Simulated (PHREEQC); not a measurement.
Solution (20 °C): 0.022 mol/kgw MgCl2, 0.00097 mol/kgw AlCl3 and 0.00028 mol/kgw MnSO4. Closed to the air; pH follows from the charge balance.

Equilibrium calculation in PHREEQC: ion-association model, phreeqc.dat.

| Item | Result |
|---|---|
| pH | 4.28 |
| ionic strength | 0.0721 mol/kgw |
| specific conductance | 4350 µS/cm |
| density | 1.000 g/cm³ |

| species | molality | activity | log γ |
|---|---|---|---|
| Cl- | 0.0469 | 0.0371 | -0.102 |
| Mg+2 | 0.0219 | 0.00974 | -0.352 |
| Al+3 | 0.000873 | 0.000181 | -0.682 |
| Mn+2 | 0.000257 | 0.000113 | -0.356 |
| SO4-2 | 0.000133 | 5.53e-5 | -0.380 |
| MgSO4 | 0.000109 | 0.000111 | 0.007 |
| H+ | 6.28e-5 | 5.27e-5 | -0.076 |
| AlOH+2 | 5.74e-5 | 2.46e-5 | -0.368 |
| AlSO4+ | 3.71e-5 | 2.97e-5 | -0.097 |
| MnCl+ | 2.13e-5 | 1.72e-5 | -0.094 |
| Al(OH)2+ | 2.88e-6 | 2.33e-6 | -0.092 |
| MnSO4 | 9.96e-7 | 1.01e-6 | 0.007 |
| HSO4- | 3.18e-7 | 2.55e-7 | -0.096 |
| MnCl2 | 2.73e-7 | 2.78e-7 | 0.007 |
| Al(SO4)2- | 6.33e-8 | 5.06e-8 | -0.097 |
| Al(OH)3 | 4.36e-9 | 4.43e-9 | 0.007 |

This is a speciation only: nothing precipitates in the calculation. Examples of supersaturated solids here: Gibbsite (slow to form). Others may be too.
